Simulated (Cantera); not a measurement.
Mixture: 18.4 % CO, 15.1 % H2, 14.0 % O2, 52.5 % N2, equivalence ratio 1.2, at 1350 Torr, adiabatic and at constant pressure. Ignition delay is the time to a rise of 400 K.

Model: GRI-Mech 3.0 (53 species, 325 reactions), integrated in Cantera. Where the delays flatten at high temperature, the 400 K rule measures the pace of heat release, not the induction time.

Question: Predict: delay at 1225 K; delay at 1275 K; delay at 1325 K; delay at 1375 K; delay at 1425 K; delay at 1475 K.

Answer: 
```json
{
 "delay at 1225 K": "29.8 µs",
 "delay at 1275 K": "23.5 µs",
 "delay at 1325 K": "19.4 µs",
 "delay at 1375 K": "16.5 µs",
 "delay at 1425 K": "14.5 µs",
 "delay at 1475 K": "13.0 µs"
}
```
